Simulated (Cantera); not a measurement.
A closed system holds: 1 mol Pb, 0.24 mol O₂, 5.3 mol H₂, equilibrated at 190 Pa.

These are equilibrium values from Cantera (NASA tables, ideal gas, pure condensed phases), not measurements of a reactor. Candidate condensed phases: H₂O, Pb, PbO, PbO₂, Pb₃O₄; 12 gas species. Rates play no part. All values below are at 775 °C.

Base state: H₂ 0.888, H₂O 0.0884, Pb 0.0235 (mole fractions); condensed: Pb(l).

What changes in the equilibrium state with this change: Pb replaced by Fe(CO)₅?


```
species     before   after
----------  ------  ------
H₂           0.888   0.492
CO               0   0.461
CO₂              0  0.0245
H₂O         0.0884  0.0221
Pb          0.0235       0
Pb(l), mol   0.872       0
Fe(α), mol       0    1.00
```
Further candidate phases: C, C₆H₆, C₇H₈, C₈H₁₈, Fe, Fe(CO)₅, FeO, Fe(OH)₂, Fe(OH)₃, Fe₂O₃, Fe₃O₄.
